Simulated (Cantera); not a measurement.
Input: 1 mol toluene, 0.16 mol CO2, 0.55 mol H2, equilibrated at 523.15 K and 100 Torr.

Cantera equilibrium calculation (NASA polynomials, part measured and part estimated; ideal gas, pure solids and liquids). Candidate condensed phases: C, C6H6, C7H8, C8H18, H2O; 110 gas species. Kinetics and transport are ignored.

Base state: CH4 0.800, H2O 0.123, H2 0.0753, CO2 0.00169, CO 1.15e-5 (mole fractions); condensed: C(graphite).

Question: What changes in the equilibrium state with this change: toluene replaced by C2H4?

Answer: 
| species | before | after |
|---|---|---|
| CH4 | 0.800 | 0.719 |
| H2O | 0.123 | 0.205 |
| H2 | 0.0753 | 0.0714 |
| CO2 | 0.00169 | 0.00520 |
| CO | 1.15e-5 | 2.02e-5 |
| C(graphite), mol | 5.13 | 1.08 |

Question: What changes in the equilibrium state with this change: temperature from 523.15 K to 2723.15 K?

Answer: 
| species | before | after |
|---|---|---|
| H2 | 0.0753 | 0.770 |
| H | <1e-9 | 0.149 |
| CO | 1.15e-5 | 0.0608 |
| CH4 | 0.800 | 8.55e-6 |
| C2H2 (acetylene) | <1e-9 | 0.0197 |
| H2O | 0.123 | 9.16e-8 |
| CO2 | 0.00169 | 1.07e-9 |
| C2H | <1e-9 | 0.000422 |
| C(graphite), mol | 5.13 | 6.62 |
